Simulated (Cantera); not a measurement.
# Hydrocarbon pyrolysis for carbon deposition

An isothermal, constant-pressure homogeneous reactor starts with 8.33 % C2H6, 91.7 % N2, at 1700 K and 9.75 Torr.

Model: GRI-Mech 3.0 (53 species, 325 reactions), integrated in Cantera. GRI-Mech 3.0 stops at C3 and has no aromatics, soot or wall deposition, so with more carbon than oxygen in the feed, carbon stays in small species such as C2H2 where larger ones or solid carbon would form. Radical loss at walls, strong at low pressure, is not modelled.

```json
[
 {"t (s)": "2.00e-6", "x C2H6": "0.0832", "x CH4": "2.23e-7", "x C2H2": "<1e-12", "x H": "1.53e-7", "x HCN": "<1e-12", "x CH2": "1.60e-10"},
 {"t (s)": "8.53e-6", "x C2H6": "0.0828", "x CH4": "4.04e-6", "x C2H2": "1.16e-11", "x H": "8.38e-7", "x HCN": "<1e-12", "x CH2": "1.45e-8"},
 {"t (s)": "3.64e-5", "x C2H6": "0.0808", "x CH4": "7.19e-5", "x C2H2": "3.81e-9", "x H": "1.70e-5", "x HCN": "5.15e-12", "x CH2": "1.04e-6"},
 {"t (s)": "0.000155", "x C2H6": "0.0703", "x CH4": "0.00115", "x C2H2": "8.70e-6", "x H": "0.000352", "x HCN": "5.20e-8", "x CH2": "2.72e-5"},
 {"t (s)": "0.000663", "x C2H6": "0.0199", "x CH4": "0.0130", "x C2H2": "0.00495", "x H": "0.00147", "x HCN": "2.51e-6", "x CH2": "8.79e-5"},
 {"t (s)": "0.00283", "x C2H6": "0.000144", "x CH4": "0.0233", "x C2H2": "0.0435", "x H": "0.00104", "x HCN": "8.29e-6", "x CH2": "2.29e-5"},
 {"t (s)": "0.0121", "x C2H6": "1.40e-5", "x CH4": "0.0204", "x C2H2": "0.0593", "x H": "0.000400", "x HCN": "9.38e-6", "x CH2": "3.74e-6"},
 {"t (s)": "0.0515", "x C2H6": "3.99e-6", "x CH4": "0.0171", "x C2H2": "0.0634", "x H": "0.000242", "x HCN": "9.83e-6", "x CH2": "1.22e-6"},
 {"t (s)": "0.220", "x C2H6": "1.60e-6", "x CH4": "0.0121", "x C2H2": "0.0659", "x H": "0.000224", "x HCN": "1.04e-5", "x CH2": "7.04e-7"},
 {"t (s)": "0.937", "x C2H6": "3.43e-7", "x CH4": "0.00472", "x C2H2": "0.0693", "x H": "0.000299", "x HCN": "1.25e-5", "x CH2": "4.47e-7"},
 {"t (s)": "4.00", "x C2H6": "1.53e-8", "x CH4": "0.000761", "x C2H2": "0.0710", "x H": "0.000444", "x HCN": "1.85e-5", "x CH2": "1.54e-7"}
]
```
x: mole fraction; the columns are a selection and need not sum to one.

Equilibrium at this temperature and pressure: C2H6 1.09e-11, CH4 1.51e-5, C2H2 0.0290, H 0.000491, HCN 0.0848, CH2 3.76e-9 (gas phase only).
